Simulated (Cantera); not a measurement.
Cantera run, input and output.

```python
import numpy as np
import cantera as ct

gas = ct.Solution("gri30.yaml")
gas.TPX = 1925, 430, {'CH4': 1, 'N2': 9.6}
reactor = ct.IdealGasConstPressureReactor(gas, energy="off", clone=False)
net = ct.ReactorNet([reactor])
net.rtol, net.atol = 1e-08, 1e-18
show = ['CH4', 'HCN', 'H', 'C2H4', 'C2H2', 'CH2', 'C2H']
times = np.geomspace(8e-05, 3, 9)

steps = ct.SolutionArray(gas, extra=["t"])
rows = []
print(f"{'t/s':>10s}{'T/K':>9s}{'P/Pa':>11s}" + "".join(f"{s:>11s}" for s in show))
for t in times:
    while net.time < t:
        t_next = net.step()
        steps.append(gas.state, t=t_next)
    rows.append([np.interp(t, steps.t, y) for y in (steps.T, steps.P, *steps(*show).X.T)])
    print(f"{t:10.3e}{rows[-1][0]:9.1f}{rows[-1][1]:11.4g}" + "".join(f"{x:11.3e}" for x in rows[-1][2:]))
rate = np.gradient(steps.T, steps.t)
print("integrator steps:", len(steps.t))
if steps.T.max() > steps.T[0] + 200:
    print(f"time of steepest temperature rise: {steps.t[rate.argmax()]:.4e} s")
gas.TPX = 1925, 430, {'CH4': 1, 'N2': 9.6}
gas.equilibrate("TP")
print(f"equilibrium (TP): T = {gas.T:.1f} K  " + "  ".join(f"{s} {gas[s].X[0]:.3e}" for s in show))
```

Result:

```
       t/s      T/K       P/Pa        CH4        HCN          H       C2H4       C2H2        CH2        C2H
 8.000e-05   1925.0        430  9.433e-02  1.202e-14  3.882e-06  2.113e-11  1.853e-14  1.235e-10  1.168e-20
 2.984e-04   1925.0        430  9.428e-02  2.498e-13  4.801e-06  3.317e-09  1.032e-11  2.939e-09  2.979e-17
 1.113e-03   1925.0        430  9.411e-02  4.855e-12  4.907e-06  3.282e-07  4.289e-09  3.759e-08  5.050e-14
 4.153e-03   1925.0        430  9.345e-02  1.454e-10  6.481e-06  2.008e-05  1.075e-06  4.199e-07  5.133e-11
 1.549e-02   1925.0        430  8.902e-02  9.965e-09  3.093e-05  8.781e-04  2.178e-04  4.072e-06  2.335e-08
 5.779e-02   1925.0        430  4.767e-02  1.470e-06  3.096e-04  3.650e-03  1.587e-02  1.301e-05  1.238e-06
 2.156e-01   1925.0        430  9.506e-03  1.383e-05  7.135e-04  1.708e-04  3.802e-02  7.008e-06  3.390e-06
 8.042e-01   1925.0        430  9.154e-04  5.029e-05  1.381e-03  4.031e-06  4.252e-02  2.524e-06  6.620e-06
 3.000e+00   1925.0        430  3.864e-05  1.267e-04  2.727e-03  3.415e-07  4.294e-02  4.290e-07  1.314e-05
integrator steps: 1236
equilibrium (TP): T = 1925.0 K  CH4 5.019e-07  HCN 6.301e-02  H 5.221e-03  C2H4 6.444e-08  C2H2 1.145e-02  CH2 2.102e-08  C2H 6.779e-06
```

Cantera simulation using GRI-Mech 3.0 (53 species, 325 reactions); the numbers are that mechanism's predictions, not measurements. GRI-Mech 3.0 stops at C3 and has no aromatics, soot or wall deposition, so with more carbon than oxygen in the feed, carbon stays in small species such as C2H2 where larger ones or solid carbon would form. Radical loss at walls, strong at low pressure, is not modelled.
